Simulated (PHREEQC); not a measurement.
1 kg of water holding 0.11 mol NaCl, 0.0047 mol KCl, 0.29 mol MgCl2 and 0.019 mol CaCl2 is evaporated at 60 °C; the solids stay in contact with the brine. No CO2 enters from the air. Solids allowed: Bischofite, Brucite, Carnallite, Halite, Portlandite, Sylvite, MgCl2_4H2O. Others were left out.

All values are PHREEQC results (Pitzer model, pitzer.dat), not measurements.

```tsv
water left (kg)	ionic strength	water activity	Halite (mol)
1	1.04	0.982	0
0.8219	1.27	0.977	0
0.5552	1.88	0.965	0
0.4563	2.28	0.956	0
0.375	2.78	0.944	0
0.2533	4.11	0.908	0
0.2082	5.00	0.880	0
0.1407	7.41	0.793	0
0.1156	9.01	0.727	0
0.09502	11.0	0.641	0
0.06418	14.9	0.479	0.0859
0.05275	17.8	0.361	0.103
```

Halite from water left = 0.07809 kg.

Species that the database lacks are ignored. Constants without temperature data keep their 25 °C values here.
